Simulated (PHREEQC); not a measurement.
1 kg of water holding 13 mmol/kgw K2CO3, 5.4 mmol/kgw K2SO4, 5.2 mmol/kgw KCl and 92 mmol/kgw KHCO3 is evaporated at 5 °C; the solids stay in contact with the brine. CO2 is held at log p = -3.4 (atm). Solids allowed: Arcanite, Kalicinite, Misenite, Sylvite. Others were left out.

Model: Pitzer model, pitzer.dat, run in PHREEQC.

```json
[
 {"water left (kg)": "1", "ionic strength": "0.165", "water activity": "0.996", "Arcanite (mol)": "0", "Cl in solution (mol/kgw)": "0.00520"},
 {"water left (kg)": "0.5556", "ionic strength": "0.310", "water activity": "0.994", "Arcanite (mol)": "0", "Cl in solution (mol/kgw)": "0.00936"},
 {"water left (kg)": "0.3087", "ionic strength": "0.576", "water activity": "0.989", "Arcanite (mol)": "0", "Cl in solution (mol/kgw)": "0.0168"},
 {"water left (kg)": "0.1717", "ionic strength": "1.06", "water activity": "0.982", "Arcanite (mol)": "0", "Cl in solution (mol/kgw)": "0.0303"},
 {"water left (kg)": "0.09563", "ionic strength": "1.95", "water activity": "0.969", "Arcanite (mol)": "0", "Cl in solution (mol/kgw)": "0.0544"},
 {"water left (kg)": "0.06482", "ionic strength": "2.90", "water activity": "0.955", "Arcanite (mol)": "0", "Cl in solution (mol/kgw)": "0.0802"},
 {"water left (kg)": "0.03631", "ionic strength": "5.05", "water activity": "0.922", "Arcanite (mol)": "0.00211", "Cl in solution (mol/kgw)": "0.143"},
 {"water left (kg)": "0.02046", "ionic strength": "8.63", "water activity": "0.857", "Arcanite (mol)": "0.00447", "Cl in solution (mol/kgw)": "0.254"},
 {"water left (kg)": "0.01162", "ionic strength": "14.8", "water activity": "0.738", "Arcanite (mol)": "0.00514", "Cl in solution (mol/kgw)": "0.448"}
]
```

Arcanite from water left = 0.04401 kg (pH 10.38).

Species that the database lacks are ignored. At this temperature some constants are extrapolated from 25 °C, and those without enthalpy data are left unchanged.
